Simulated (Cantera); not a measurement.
# Ammonia decomposition in nitride growth gas

An isothermal, constant-pressure homogeneous reactor starts with 82.6 % NH3, 17.4 % N2, at 1750 K and 0.276 atm.

Model: the gas-phase N/H chemistry of the illustrative SiF4/NH3 mechanism in the Surface Chemkin manual (1991), integrated in Cantera. Walls and surfaces, which speed up NH3 decomposition in real reactors, are not modelled.

```tsv
t (s)	x NH3	x NH2	x NH	x N2	x N2H4
0.000300	0.826	6.42e-5	6.73e-8	0.174	5.45e-9
0.000715	0.826	0.000147	3.14e-7	0.174	2.88e-8
0.00170	0.826	0.000272	8.45e-7	0.174	9.87e-8
0.00405	0.825	0.000318	1.09e-6	0.174	1.36e-7
0.00965	0.822	0.000317	1.14e-6	0.174	1.35e-7
0.0230	0.815	0.000312	1.22e-6	0.175	1.31e-7
0.0548	0.800	0.000303	1.36e-6	0.178	1.23e-7
0.130	0.764	0.000288	1.54e-6	0.185	1.11e-7
0.311	0.689	0.000263	1.67e-6	0.198	9.28e-8
0.740	0.548	0.000224	1.68e-6	0.223	6.72e-8
1.76	0.345	0.000164	1.51e-6	0.260	3.60e-8
4.20	0.148	9.17e-5	1.13e-6	0.295	1.12e-8
10.0	0.0376	3.38e-5	6.15e-7	0.315	1.53e-9
```
x: mole fraction; the columns are a selection and need not sum to one.

Equilibrium at this temperature and pressure: NH3 2.85e-6, NH2 4.00e-9, NH 1.14e-10, N2 0.321, N2H4 <1e-12 (gas phase only).
